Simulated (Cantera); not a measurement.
What does this Cantera script print?

```python
import numpy as np
import cantera as ct

gas_names = """
    H H2 N NH NH2 NH3 N2 N2H2 N2H4 Si SiH SiH2 SiH3 SiH4 SiN Si2 Si2N Si3
""".split()
cond_names = """
    Si(cr) Si(L) Si3N4(a)
""".split()


# ... load() reads the species with a 1 bar reference pressure and builds the phases ...
atoms = {
    'SiH4': {'Si': 1, 'H': 4},
    'N2': {'N': 2},
}
top_T = {'Si3N4(a)': 2400}  # K; cautious upper limits of use, not melting points


# ... equilibrate(T, P, feed) seeds the gas with the atoms and calls Mixture.equilibrate('TP', solver="vcs", rtol=1e-11, max_steps=5000) ...
results = []
feed = {'SiH4': 1, 'N2': 12}  # mol
T = 1525  # K
P = 11000  # Pa
mix = equilibrate(T, P, feed)
results.append((T, P, feed, dict(zip(mix.species_names, mix.species_moles))))
x = sorted(zip(gas.X, gas.species_names), reverse=True)
print(f"T = {T:g} K  P = {P:g} Pa  gas = {mix.phase_moles(0):.4g} mol")
print("   x: " + "  ".join(f"{s} {v:.3e}" for v, s in x if v > 1e-06))
print("   condensed (mol): " + ("  ".join(f"{mix.phase(i).name} {mix.phase_moles(i):.4g}"
      for i in range(1, mix.n_phases) if mix.phase_moles(i) > 1e-12) or "none"))
```

Output:

```
T = 1525 K  P = 11000 Pa  gas = 13.33 mol
   x: N2 8.500e-01  H2 1.500e-01  H 2.762e-05
   condensed (mol): Si3N4(a) 0.3333
```

Cantera equilibrium calculation (NASA polynomials, part measured and part estimated; ideal gas, pure solids and liquids).
